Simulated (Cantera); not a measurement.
Feed: 1 mol B₂H₆, 0.3 mol H₂O, 23 mol N₂, at 1500 K.

Equilibrium computed with Cantera from the NASA thermochemical tables; the gas is ideal and each condensed phase is pure. Candidate condensed phases: B, BN, B₂O₃, B₃O₃H₃, H₂O; 39 gas species. The feed counts by its element totals alone. Mutual solubility and eutectic melting of coexisting phases are not modelled. Gases not in the tables: H₃BO₃. The numbers say what is thermodynamically allowed, not how fast it happens.

Problem. Which condensed phases are stable at each of these points (P (Pa)): 10, 46, 220, 1000, 4600, 22000, 100000?

Solution. 
```csv
P (Pa),condensed phases,B condensed (%)
10,BN(s),87.1
46,BN(s),88.6
220,BN(s),89.9
1000,BN(s),90.8
4600,BN(s) + B₂O₃(l),95.6
22000,BN(s) + B₂O₃(l),98.0
100000,BN(s) + B₂O₃(l),98.9
```

From 0.000100 bar to 0.0100 bar the condensed part is BN(s). From 0.0460 bar to 1.00 bar the condensed part is BN(s) + B₂O₃(l). The share of B in condensed phases is highest at 1.00 bar (98.9 %) and lowest at 0.000100 bar (87.1 %).
